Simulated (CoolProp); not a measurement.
R113 along the isotherm 500 K: Z from the reference equation and from simpler models built on Tc = 487.2 K, pc = 3.392 MPa, ω = 0.253; each cubic takes its own stable root.

The numbers come from the reference Helmholtz-energy equation of state, Marx 1992 in CoolProp.

```csv
p (MPa),phase,reference,Pitzer virial,Redlich-Kwong,Peng-Robinson
0.106,gas,0.9903,0.9901,0.9901,0.9890
0.212,gas,0.9805,0.9802,0.9800,0.9779
0.318,gas,0.9705,0.9702,0.9698,0.9667
0.424,gas,0.9604,0.9603,0.9595,0.9554
0.53,gas,0.9502,0.9504,0.9490,0.9440
0.636,gas,0.9398,0.9405,0.9384,0.9324
0.742,gas,0.9292,0.9306,0.9277,0.9207
0.848,gas,0.9185,0.9207,0.9168,0.9088
0.954,gas,0.9076,0.9107,0.9057,0.8968
1.06,gas,0.8965,0.9008,0.8944,0.8847
1.17,gas,0.8848,0.8905,0.8825,0.8719
1.27,gas,0.8740,0.8812,0.8715,0.8601
1.38,gas,0.8618,0.8709,0.8592,0.8469
1.48,gas,0.8505,0.8615,0.8478,0.8348
1.59,gas,0.8379,0.8512,0.8350,0.8212
1.7,gas,0.8249,0.8409,0.8219,0.8074
```
